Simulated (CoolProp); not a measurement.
A simple Rankine cycle with carbonyl sulfide: condensing at 301.15 K, boiler at 4.08 MPa, turbine inlet 503.1 K, turbine efficiency 0.8, pump efficiency 0.6, no recuperator. Each further row changes one setting.

Computed with CoolProp (reference Helmholtz-energy equation of state, Lemmon 2006). It is a short technical equation, of lower accuracy than the large ones.

```csv
case,thermal efficiency (%),net work (kJ/kg),heat in (kJ/kg),turbine exit temperature (K),volume ratio over the turbine
as stated,11.7,46.0,392,424.8,2.60
turbine inlet 523.1 K,11.9,48.7,410,443.5,2.59
condensing temperature 293.15 K,13.4,54.1,402,412.2,3.09
boiler pressure 2.86 MPa,8.3,33.4,401,450.6,1.89
turbine efficiency 0.7,10.1,39.7,392,432.4,2.65
```
